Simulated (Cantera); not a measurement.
Feed: 1 mol FeS, 0.76 mol H₂S, 0.17 mol O₂, held at 7.60 bar.

Cantera equilibrium calculation (NASA polynomials, part measured and part estimated; ideal gas, pure solids and liquids). Candidate condensed phases: Fe, FeO, Fe(OH)₂, Fe(OH)₃, FeS, FeSO₄, FeS₂, Fe₂O₃, Fe₂(SO₄)₃, Fe₃O₄, H₂O, H₂SO₄, S; 22 gas species. FeS: taken at fixed stoichiometry. Gases not in the tables: S₃ to S₇. Kinetics and transport are ignored.

**Question.** Which condensed phases are stable at each of these points (T (K)): 700, 800, 900, 1000, 1100, 1200, 1300, 1400, 1500, 1600?

**Answer.** 
```tsv
T (K)	condensed phases	Fe condensed (%)
700	FeS(s) + FeS₂(s)	100.0
800	FeS(s) + FeS₂(s)	100.0
900	FeS(s) + FeS₂(s)	100.0
1000	FeS(s) + FeS₂(s)	100.0
1100	FeS(s)	100.0
1200	FeS(s)	100.0
1300	FeS(s)	100.0
1400	FeS(s)	100.0
1500	FeS(l)	100.0
1600	FeS(l)	100.0
```

From 700 K to 1000 K the condensed part is FeS(s) + FeS₂(s). From 1100 K to 1400 K the condensed part is FeS(s). From 1500 K to 1600 K the condensed part is FeS(l).
